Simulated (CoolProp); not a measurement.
Vapour-liquid equilibrium of n-pentane (1) + cyclohexane (2) at 0.0906 MPa; x and y are mole fractions of (1).

The numbers come from the multi-fluid Helmholtz-energy mixture model, Thol 2019 and Zhou 2014; pair parameters Bell 2016 in CoolProp.

```csv
x,"bubble temperature, mixture model (K)","bubble temperature, Raoult's law (K)","y, mixture model","y, Raoult's law"
0.05,345.3,345.9,0.180,0.169
0.15,337.3,338.6,0.429,0.414
0.25,331.0,332.5,0.588,0.580
0.35,325.9,327.3,0.697,0.697
0.45,321.7,322.8,0.776,0.783
0.55,318.1,318.9,0.837,0.847
0.65,314.9,315.5,0.885,0.896
0.75,312.1,312.4,0.925,0.934
0.85,309.5,309.6,0.958,0.965
0.95,307.1,307.1,0.987,0.989
```

The largest gap from Raoult's law is -1.5 K in bubble temperature, at x = 0.25. No azeotrope shows between x = 0.05 and 0.95.

The pair parameters rest on a limited set of measurements; away from them the model extrapolates.
